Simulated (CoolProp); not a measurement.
A single-stage vapour-compression cycle with R507A: evaporating at 259.15 K (dew point), condensing at 310.15 K (bubble point), superheat 0 K, subcooling 0 K, compressor efficiency 0.65, no pressure losses. Each further row changes one setting.

Values from CoolProp's reference Helmholtz-energy equation of state, Lemmon 2003. It is a pseudo-pure fit of the blend.

```
case                              cooling COP  pressure ratio  discharge temperature (K)  refrigerating effect (kJ/kg)  volumetric capacity (kJ/m³)
--------------------------------  -----------  --------------  -------------------------  ----------------------------  ---------------------------
as stated                                2.23            4.45                      328.6                          99.8                         2020
evaporating temperature 264.15 K         2.61      (withheld)                      326.4                           102                   (withheld)
condensing temperature 305.15 K    (withheld)      (withheld)                      322.4                           108                         2190
subcooling 5 K                           2.42            4.45                      328.6                           108                         2190
superheat 10 K                           2.29            4.45                      339.0                           109                         2090
compressor efficiency 0.55         (withheld)            4.45                 (withheld)                          99.8                         2020
```

Question: Fill in the missing entries.

Answer: 
- evaporating temperature 264.15 K, pressure ratio: 3.74
- evaporating temperature 264.15 K, volumetric capacity (kJ/m³): 2460
- condensing temperature 305.15 K, cooling COP: 2.63
- condensing temperature 305.15 K, pressure ratio: 3.93
- compressor efficiency 0.55, cooling COP: 1.89
- compressor efficiency 0.55, discharge temperature (K): 335.5
